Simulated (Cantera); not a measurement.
Input: 1 mol ZrO₂, 22 mol H₂, 5 mol N₂, equilibrated at 0.520 bar.

Equilibrium computed with Cantera from the NASA thermochemical tables; the gas is ideal and each condensed phase is pure. Candidate condensed phases: H₂O, Zr, ZrN, ZrO₂; 28 gas species. Mutual solubility and eutectic melting of coexisting phases are not modelled. ZrN: taken at fixed stoichiometry. Condensed phases not in the tables: solid solutions among these carbides, nitrides and lower oxides. Kinetics and transport are ignored. All values below are at 1227 °C.

Base state: H₂ 0.815, N₂ 0.185, H 2.20e-5, H₂O 1.27e-5, NH₃ 1.02e-5 (mole fractions); condensed: ZrN(s) + ZrO₂(tetragonal).

### Question
What changes in the equilibrium state with this change: ZrO₂ replaced by PbS?

### Answer
| species | before | after |
|---|---|---|
| H₂ | 0.815 | 0.770 |
| N₂ | 0.185 | 0.179 |
| PbS | 0 | 0.0202 |
| Pb | 0 | 0.0155 |
| H₂S | 0 | 0.0153 |
| SH | 0 | 0.000108 |
| S₂ | 0 | 5.75e-5 |
| H₂O | 1.27e-5 | 0 |
| NH₃ | 1.02e-5 | 9.20e-6 |
| H | 2.20e-5 | 2.14e-5 |
| ZrN(s), mol | 0.000172 | 0 |
| ZrO₂(tetragonal), mol | 1.000 | 0 |
Further candidate phases: Pb, PbS, S.
